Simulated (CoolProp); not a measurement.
Vapour-liquid equilibrium of propane (1) + R236FA (2) at 268 K; x and y are mole fractions of (1).

Values from CoolProp's multi-fluid Helmholtz-energy mixture model, Lemmon 2009 and Pan 2012; pair parameters Bell 2016.

| x | bubble pressure (MPa) | y at the bubble point | dew pressure at overall composition x (MPa) | liquid density (mol/L) |
|---|---|---|---|---|
| 0.05 | 0.1562 | 0.455 | 0.09129 | 9.656 |
| 0.15 | 0.2567 | 0.685 | 0.1018 | 9.801 |
| 0.25 | 0.3162 | 0.757 | 0.1150 | 9.956 |
| 0.35 | 0.3489 | 0.789 | 0.1320 | 10.13 |
| 0.45 | 0.3666 | 0.806 | 0.1547 | 10.32 |
| 0.55 | 0.3775 | 0.819 | 0.1866 | 10.54 |
| 0.65 | 0.3862 | 0.832 | 0.2342 | 10.80 |
| 0.75 | 0.3950 | 0.852 | 0.3098 | 11.11 |
| 0.85 | 0.4033 | 0.885 | 0.3944 | 11.48 |
| 0.95 | 0.4069 | 0.948 | 0.4069 | 11.90 |

y crosses x between x = 0.85 and 0.95: the model has an azeotrope there.

Pair parameters are fitted to limited data, so mixtures are less certain than the pure fluids. With so large a gap from Raoult's law the liquid may split in two, which this calculation doesn't test in full.
